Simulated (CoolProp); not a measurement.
Properties of carbon dioxide along the isotherm 249.2 K (Tc = 304.1 K, pc = 73.77 bar, ω = 0.224).

Values from CoolProp's reference Helmholtz-energy equation of state, Span 1996.

```
p (bar)   phase        Z  cp (kJ/(kg K))  cv (kJ/(kg K))  speed of sound (m/s)  Joule-Thomson coefficient (K/MPa)  Prandtl number
-------  ------  -------  --------------  --------------  --------------------  ---------------------------------  --------------
36.9     liquid  0.07412           2.084          0.9386                 756.4                            0.02375            2.28
73.8     liquid   0.1464           2.022          0.9415                 788.5                           -0.01636            2.25
111      liquid   0.2177           1.974          0.9443                 817.9                           -0.04893            2.23
148      liquid   0.2873           1.935          0.9469                 844.8                           -0.07574            2.22
184      liquid   0.3540           1.904          0.9494                 869.4                           -0.09782            2.21
221      liquid   0.4216           1.877          0.9517                 893.1                            -0.1173            2.21
258      liquid   0.4882           1.853          0.9540                 915.6                            -0.1343            2.21
295      liquid   0.5542           1.833          0.9561                 937.0                            -0.1492            2.21
332      liquid   0.6194           1.815          0.9582                 957.4                            -0.1624            2.21
369      liquid   0.6839           1.800          0.9603                 977.0                            -0.1742            2.22
```

Viscosity comes from a separate model (Laesecke 2017). Thermal conductivity comes from a separate model (Huber 2016).
